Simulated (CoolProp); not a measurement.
Properties of tetradecamethylhexasiloxane (MD4M) along the isobar 0.101 MPa.

The numbers come from the reference Helmholtz-energy equation of state, Thol 2019 in CoolProp.

| T (K) | phase | cv (kJ/(kg K)) | speed of sound (m/s) | Joule-Thomson coefficient (K/MPa) | isothermal compressibility (1/MPa) | expansivity (1/kK) | fugacity coefficient |
|---|---|---|---|---|---|---|---|
| 303.8 | liquid | 1.455 | 935.1 | -0.4391 | 0.001538 | 1.095 | 1.320e-5 |
| 316 | liquid | 1.488 | 897.3 | -0.4256 | 0.001684 | 1.111 | 4.366e-5 |
| 328.1 | liquid | 1.519 | 861.0 | -0.4121 | 0.001845 | 1.127 | 0.0001274 |
| 340.2 | liquid | 1.549 | 825.7 | -0.3984 | 0.002026 | 1.146 | 0.0003362 |
| 352.4 | liquid | 1.579 | 791.1 | -0.3841 | 0.002229 | 1.168 | 0.0008168 |
| 364.5 | liquid | 1.607 | 757.6 | -0.3693 | 0.002456 | 1.191 | 0.001819 |
| 376.6 | liquid | 1.635 | 724.9 | -0.3538 | 0.002712 | 1.217 | 0.003776 |
| 388.7 | liquid | 1.662 | 693.0 | -0.3373 | 0.003003 | 1.247 | 0.007359 |
| 400.9 | liquid | 1.689 | 661.4 | -0.3195 | 0.003338 | 1.279 | 0.01362 |
| 413 | liquid | 1.715 | 630.6 | -0.3005 | 0.003719 | 1.316 | 0.02382 |
| 425.1 | liquid | 1.741 | 600.3 | -0.2798 | 0.004160 | 1.356 | 0.03980 |
| 437.2 | liquid | 1.766 | 570.4 | -0.2572 | 0.004673 | 1.401 | 0.06379 |
| 449.4 | liquid | 1.791 | 540.6 | -0.2318 | 0.005280 | 1.452 | 0.09881 |
| 461.5 | liquid | 1.816 | 511.5 | -0.2037 | 0.005994 | 1.510 | 0.1473 |
| 473.6 | liquid | 1.840 | 482.5 | -0.1718 | 0.006847 | 1.575 | 0.2130 |
